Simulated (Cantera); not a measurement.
## Thermodynamics of chlorosilane synthesis and conversion, feed SiCl4 + Cl2 + H2

Feed: 1 mol SiCl4, 2.3 mol Cl2, 16 mol H2, equilibrated at 1623 K.

These are equilibrium values from Cantera (NASA tables, ideal gas, pure condensed phases), not measurements of a reactor. Candidate condensed phases: Si; 19 gas species. The tables' values for SiCl3 are old estimates; treat these amounts as uncertain. Equilibrium is a limit: real reactors are often held back by kinetics, nucleation or transport.

From 0.100 bar to 30.0 bar nothing is condensed. The main Si-bearing gas is SiCl2 at 0.100 bar and SiCl4 at 30.0 bar.

```json
[
 {"P (Pa)": "10000", "log p H2": "-1.20", "log p HCl": "-1.50", "log p SiCl2": "-2.39", "log p SiCl4": "-3.67", "log p SiHCl3": "-4.17", "log p SiCl3": "-3.21"},
 {"P (Pa)": "23000", "log p H2": "-0.83", "log p HCl": "-1.15", "log p SiCl2": "-2.08", "log p SiCl4": "-3.01", "log p SiHCl3": "-3.51", "log p SiCl3": "-2.73"},
 {"P (Pa)": "51000", "log p H2": "-0.48", "log p HCl": "-0.81", "log p SiCl2": "-1.81", "log p SiCl4": "-2.42", "log p SiHCl3": "-2.91", "log p SiCl3": "-2.30"},
 {"P (Pa)": "120000", "log p H2": "-0.10", "log p HCl": "-0.45", "log p SiCl2": "-1.56", "log p SiCl4": "-1.84", "log p SiHCl3": "-2.30", "log p SiCl3": "-1.88"},
 {"P (Pa)": "260000", "log p H2": "0.24", "log p HCl": "-0.13", "log p SiCl2": "-1.38", "log p SiCl4": "-1.35", "log p SiHCl3": "-1.79", "log p SiCl3": "-1.55"},
 {"P (Pa)": "590000", "log p H2": "0.60", "log p HCl": "0.21", "log p SiCl2": "-1.23", "log p SiCl4": "-0.88", "log p SiHCl3": "-1.30", "log p SiCl3": "-1.24"},
 {"P (Pa)": "1300000", "log p H2": "0.95", "log p HCl": "0.54", "log p SiCl2": "-1.13", "log p SiCl4": "-0.46", "log p SiHCl3": "-0.87", "log p SiCl3": "-0.98"},
 {"P (Pa)": "3000000", "log p H2": "1.31", "log p HCl": "0.90", "log p SiCl2": "-1.06", "log p SiCl4": "-0.05", "log p SiHCl3": "-0.44", "log p SiCl3": "-0.74"}
]
```
log p: log10 of the partial pressure in bar; nothing condenses.
